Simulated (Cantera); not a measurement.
## Catalytic stagnation flow on Pt

A jet of 2.03 % CH4, 8.70 % O2, 89.3 % N2 at 300 K and 0.286 atm hits a platinum plate 2.2 cm away at a mass flux of 0.12 kg/m²/s; the plate temperature is set and raised in steps from an oxygen-covered start.

Model: Deutschmann's 1995 Pt surface mechanism with GRI-Mech 3.0 gas chemistry, integrated in Cantera. Catalytic surfaces can have several steady states; this one follows from the mechanism file's or the stated starting coverage.

```csv
plate T (K),wall x CH4,wall x O2,wall x H2O,wall x OH,wall x CO,wall x CO2,θ free Pt,θ O*,θ OH*
850,0.0170,0.0799,0.00627,<1e-8,4.08e-6,0.00408,0.109,0.890,0.00111
900,0.0136,0.0727,0.0125,1.46e-8,4.70e-6,0.00818,0.165,0.833,0.00149
950,0.0101,0.0653,0.0191,4.76e-8,4.82e-6,0.0125,0.229,0.769,0.00170
1000,0.00730,0.0594,0.0242,1.31e-7,4.71e-6,0.0159,0.297,0.701,0.00173
1050,0.00535,0.0553,0.0278,3.15e-7,4.59e-6,0.0182,0.366,0.632,0.00165
```
x: mole fraction at the wall; θ: surface coverage.
